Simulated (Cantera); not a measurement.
**Ammonia decomposition in nitride growth gas**

A perfectly stirred reactor is fed with 7.69 % NH₃, 92.3 % N₂, at 0.0680 bar; it is held at 1723 K, and followed from long to short residence time.

Detailed kinetics in Cantera: the gas-phase N/H chemistry of the illustrative SiF4/NH3 mechanism in the Surface Chemkin manual (1991). Walls and surfaces, which speed up NH3 decomposition in real reactors, are not modelled.

```json
[
 {"τ (s)": "2.3", "x NH₃": "0.0559", "x N₂H₂": "1.79e-7", "x NH": "1.52e-6", "x N₂H₄": "2.22e-9", "x NH₂": "7.13e-5", "x H₂": "0.0293", "x N₂": "0.915"},
 {"τ (s)": "0.58", "x NH₃": "0.0696", "x N₂H₂": "2.60e-7", "x NH": "1.45e-6", "x N₂H₄": "3.93e-9", "x NH₂": "9.49e-5", "x H₂": "0.0101", "x N₂": "0.920"},
 {"τ (s)": "0.15", "x NH₃": "0.0750", "x N₂H₂": "2.64e-7", "x NH": "9.90e-7", "x N₂H₄": "5.27e-9", "x NH₂": "0.000110", "x H₂": "0.00262", "x N₂": "0.922"},
 {"τ (s)": "0.037", "x NH₃": "0.0766", "x N₂H₂": "1.36e-7", "x NH": "4.71e-7", "x N₂H₄": "3.31e-9", "x NH₂": "8.70e-5", "x H₂": "0.000364", "x N₂": "0.923"},
 {"τ (s)": "0.0094", "x NH₃": "0.0769", "x N₂H₂": "1.47e-8", "x NH": "1.03e-7", "x N₂H₄": "4.06e-10", "x NH₂": "3.05e-5", "x H₂": "2.40e-5", "x N₂": "0.923"},
 {"τ (s)": "0.0024", "x NH₃": "0.0769", "x N₂H₂": "8.17e-10", "x NH": "9.70e-9", "x N₂H₄": "2.69e-11", "x NH₂": "7.86e-6", "x H₂": "4.05e-6", "x N₂": "0.923"},
 {"τ (s)": "0.00060", "x NH₃": "0.0769", "x N₂H₂": "4.35e-11", "x NH": "4.82e-10", "x N₂H₄": "1.64e-12", "x NH₂": "1.95e-6", "x H₂": "9.65e-7", "x N₂": "0.923"}
]
```
x: mole fraction; the columns are a selection and need not sum to one.
